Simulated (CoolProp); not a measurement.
Computed with CoolProp (reference Helmholtz-energy equation of state, Thol 2015).

Give the vapour pressure (MPa), vapour density (kg/m³), enthalpy of vaporisation (kJ/kg) of saturated octamethylcyclotetrasiloxane (D4) at 382.6, 411.9, 441.1 K.


```csv
T (K),p (MPa),vapour density (kg/m³),enthalpy of vaporisation (kJ/kg)
382.6,0.0127,1.21,155
411.9,0.0355,3.19,145
441.1,0.0828,7.17,134
```
